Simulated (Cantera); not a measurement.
Cantera run, input and output.

```python
import numpy as np
import cantera as ct

surf = ct.Interface("diamond.yaml", "diamond_100")
gas, bulk = surf.adjacent["gas"], surf.adjacent["diamond"]
k = surf.kinetics_species_index(bulk.species_names[0])
cover = ["c6HH", "c6H*", "c6*H", "c6**", "c6HM", "c6B"]

rows, drift = [], 0.0
print(f"{'P':>10s}{'um/h':>11s}" + "".join(f"{s:>11s}" for s in cover))
for v in [370, 720, 1400, 2700, 5200, 10000, 20000, 38000]:
    T, P, xH, xCH3 = 1300, v, 0.0013, 0.00011
    gas.TPX = T, P, {"H": xH, "CH3": xCH3, "CH4": 0.0053, "H2": 1 - xH - xCH3 - 0.0053}
    surf.TP = bulk.TP = T, P
    surf.coverages = "c6H*:0.1, c6HH:0.9"
    surf.advance_coverages(100.0)
    before = surf.coverages
    surf.advance_coverages(100.0)
    drift = max(drift, np.max(np.abs(surf.coverages - before) / (surf.coverages + 1e-9)))
    rate = surf.net_production_rates[k] * bulk.mean_molecular_weight / bulk.density * 3.6e9
    rows.append([rate, *surf[cover].coverages])
    print(f"{v:10.4g}{rate:11.4e}" + "".join(f"{x:11.3e}" for x in rows[-1][1:]))
```

Result:

```
         P       um/h       c6HH       c6H*       c6*H       c6**       c6HM        c6B
       370 1.6950e-02  4.150e-01  4.730e-02  5.055e-01  3.178e-02  1.404e-05  4.600e-11
       720 4.7028e-02  4.151e-01  4.728e-02  5.053e-01  3.168e-02  2.916e-05  1.276e-10
      1400 1.1847e-01  4.152e-01  4.727e-02  5.051e-01  3.160e-02  5.991e-05  3.215e-10
      2700 2.7593e-01  4.151e-01  4.726e-02  5.050e-01  3.154e-02  1.198e-04  7.488e-10
      5200 6.2474e-01  4.151e-01  4.726e-02  5.048e-01  3.150e-02  2.346e-04  1.695e-09
     1e+04 1.4341e+00  4.149e-01  4.725e-02  5.046e-01  3.147e-02  4.504e-04  3.892e-09
     2e+04 3.6567e+00  4.147e-01  4.723e-02  5.041e-01  3.143e-02  8.780e-04  9.923e-09
   3.8e+04 9.2840e+00  4.142e-01  4.721e-02  5.034e-01  3.139e-02  1.580e-03  2.519e-08
```

Detailed kinetics in Cantera: the Harris–Goodwin 1993 mechanism for the reconstructed diamond (100) surface.
